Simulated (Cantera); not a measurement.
# Diamond growth

A diamond (100) surface in a fixed gas of H2 with x(CH4) = 0.014, x(H) = 0.022, at 1298 K, 0.0543 atm; coverages are run to steady state.

Computed with Cantera and the Harris–Goodwin 1993 mechanism for the reconstructed diamond (100) surface.

```json
[
 {"x(CH3)": "1e-06", "growth (µm/h)": "0.0256", "θ c6HH": "0.378", "θ c6H*": "0.0493", "θ c6*H": "0.526", "θ c6**": "0.0465", "θ c6HM": "2.19e-6"},
 {"x(CH3)": "2.8e-06", "growth (µm/h)": "0.0716", "θ c6HH": "0.378", "θ c6H*": "0.0493", "θ c6*H": "0.526", "θ c6**": "0.0465", "θ c6HM": "6.14e-6"},
 {"x(CH3)": "7.7e-06", "growth (µm/h)": "0.197", "θ c6HH": "0.378", "θ c6H*": "0.0493", "θ c6*H": "0.526", "θ c6**": "0.0464", "θ c6HM": "1.69e-5"},
 {"x(CH3)": "2.1e-05", "growth (µm/h)": "0.537", "θ c6HH": "0.378", "θ c6H*": "0.0493", "θ c6*H": "0.526", "θ c6**": "0.0464", "θ c6HM": "4.61e-5"},
 {"x(CH3)": "6e-05", "growth (µm/h)": "1.53", "θ c6HH": "0.378", "θ c6H*": "0.0493", "θ c6*H": "0.526", "θ c6**": "0.0464", "θ c6HM": "0.000132"},
 {"x(CH3)": "0.00017", "growth (µm/h)": "4.34", "θ c6HH": "0.378", "θ c6H*": "0.0493", "θ c6*H": "0.525", "θ c6**": "0.0463", "θ c6HM": "0.000372"},
 {"x(CH3)": "0.00046", "growth (µm/h)": "11.7", "θ c6HH": "0.378", "θ c6H*": "0.0492", "θ c6*H": "0.525", "θ c6**": "0.0461", "θ c6HM": "0.00100"},
 {"x(CH3)": "0.0013", "growth (µm/h)": "32.8", "θ c6HH": "0.377", "θ c6H*": "0.0490", "θ c6*H": "0.523", "θ c6**": "0.0455", "θ c6HM": "0.00282"},
 {"x(CH3)": "0.0036", "growth (µm/h)": "88.5", "θ c6HH": "0.374", "θ c6H*": "0.0485", "θ c6*H": "0.517", "θ c6**": "0.0440", "θ c6HM": "0.00765"}
]
```
θ: site fractions in the mechanism's names (c6HH fully hydrogenated, c6H* and c6*H radical sites, c6** diradical, c6HM methylated).
